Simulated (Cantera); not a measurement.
A closed system holds: 1 mol SiC, 1.1 mol H2O, a varied amount of N2, at 1100 K and 950 Pa.

Method: chemical equilibrium by Gibbs-energy minimisation in Cantera with the NASA 1993 tables (ideal gas, pure condensed phases). Candidate condensed phases: C, C6H6, C7H8, C8H18, H2O, Si, SiC, SiO2, Si2N2O, Si3N4; 151 gas species. N2 is the only nitrogen source here; it is nearly inert below about 1500 K, so the nitride shown seldom forms there in practice. Kinetics and transport are ignored.

x: gas mole fraction; n: condensed amount in mol.

| n(N2) (mol) | x N2 | x H2 | x CO | x HCN | x H2O | x CH4 | n C(graphite) | n Si2N2O(s) |
|---|---|---|---|---|---|---|---|---|
| 35 | 0.953 | 0.0304 | 0.0166 | 3.78e-6 | 4.28e-7 | 3.15e-7 | 0.400 | 0.500 |
| 45 | 0.963 | ? | ? | ? | ? | ? | 0.400 | 0.500 |
| 57 | 0.971 | ? | ? | ? | ? | ? | 0.400 | 0.500 |
| 74 | 0.977 | 0.0146 | 0.00798 | 2.66e-6 | 9.92e-8 | 7.29e-8 | 0.400 | 0.500 |
| 95 | 0.982 | 0.0114 | 0.00624 | 2.36e-6 | 6.06e-8 | 4.46e-8 | 0.400 | 0.500 |
| 120 | 0.986 | 0.00907 | 0.00495 | 2.10e-6 | 3.82e-8 | 2.81e-8 | 0.400 | 0.500 |
| 160 | 0.989 | 0.00682 | 0.00372 | 1.83e-6 | 2.16e-8 | 1.59e-8 | 0.400 | 0.500 |
| 200 | 0.992 | 0.00547 | 0.00298 | 1.64e-6 | 1.39e-8 | 1.02e-8 | 0.400 | 0.500 |
| 260 | 0.993 | 0.00421 | 0.00230 | 1.44e-6 | 8.22e-9 | 6.05e-9 | 0.400 | 0.500 |

What belongs in the gaps?


- 57, x H2: 0.0189
- 57, x CO: 0.0103
- 57, x HCN: 3.01e-6
- 57, x H2O: 1.66e-7
- 57, x CH4: 1.22e-7
- 45, x H2: 0.0238
- 45, x CO: 0.0130
- 45, x HCN: 3.37e-6
- 45, x H2O: 2.63e-7
- 45, x CH4: 1.93e-7
